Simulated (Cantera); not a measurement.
A Cantera script and what it prints.

```python
import numpy as np
import cantera as ct

gas_names = [...]  # 109 gases of nasa_gas.yaml made of C, Cl, H, Si
cond_names = """
    C(gr) C6H6(L) C7H8(L) C8H18(L),n-octa Si(cr) Si(L) SiC(b)
""".split()


# ... load() reads the species with a 1 bar reference pressure and builds the phases ...
atoms = {
    'CH3Cl': {'C': 1, 'H': 3, 'CL': 1},
    'Si': {'Si': 1},
    'H2': {'H': 2},
}
top_T = {'C(gr)': 4500, 'SiC(b)': 3050}  # K; cautious upper limits of use, not melting points


# ... equilibrate(T, P, feed) seeds the gas with the atoms and calls Mixture.equilibrate('TP', solver="vcs", rtol=1e-11, max_steps=5000) ...
results = []
feed = {'CH3Cl': 1, 'Si': 0.22, 'H2': 16}  # mol
T = 2573.15  # K
for P in [1, 3.6, 13, 46, 170, 600, 2200, 7700, 28000, 100000]:
    mix = equilibrate(T, P, feed)
    results.append((T, P, feed, dict(zip(mix.species_names, mix.species_moles))))

top = {s: max(r[3][s] / sum(r[3][g] for g in gas_names) for r in results) for s in gas_names}
cols = sorted((s for s in top if top[s] > 0.0001), key=lambda s: -top[s])[:6]
seen = [c for c in cond_names if any(r[3].get(c, 0) > 1e-12 for r in results)]
print("log10 of partial pressures in bar; condensed amounts in mol")
print(f"{'P/Pa':>10s}" + "".join(f"{s[:9]:>10s}" for s in cols + seen))
for T, P, feed, n in results:
    ng = sum(n[g] for g in gas_names)
    print(f"{P:10.4g}" + "".join(f"{np.log10(max(n[s] / ng * P / 1e5, 1e-99)):10.3f}" for s in cols)
          + "".join(f"{n.get(c, 0):10.4g}" for c in seen))
```

Result:

```
log10 of partial pressures in bar; condensed amounts in mol
      P/Pa         H        H2       HCL        CL C2H2,acet         C     C(gr)    SiC(b)
         1    -5.026    -7.125    -8.514    -6.568   -10.026    -6.887         0         0
       3.6    -4.477    -6.027    -7.410    -6.014    -8.429    -6.638         0         0
        13    -3.947    -4.967    -6.334    -5.468    -6.964    -6.435         0         0
        46    -3.469    -4.011    -5.347    -4.959    -5.846    -6.355    0.3148         0
       170    -3.042    -3.157    -4.454    -4.493    -4.993    -6.355    0.4775         0
       600    -2.688    -2.448    -3.716    -4.109    -4.284    -6.355    0.4685         0
      2200    -2.361    -1.794    -3.044    -3.764    -3.629    -6.355    0.4444         0
      7700    -2.065    -1.203    -2.447    -3.463    -3.039    -6.355    0.4315         0
   2.8e+04    -1.772    -0.616    -1.865    -3.174    -2.452    -6.355    0.4301         0
     1e+05    -1.488    -0.047    -1.297    -2.891    -1.883    -6.355    0.3676    0.1054
```

Equilibrium computed with Cantera from the NASA thermochemical tables; the gas is ideal and each condensed phase is pure. The tables' values for SiCl are old estimates; treat these amounts as uncertain. Gases not in the tables: Si2H6 and higher silanes.
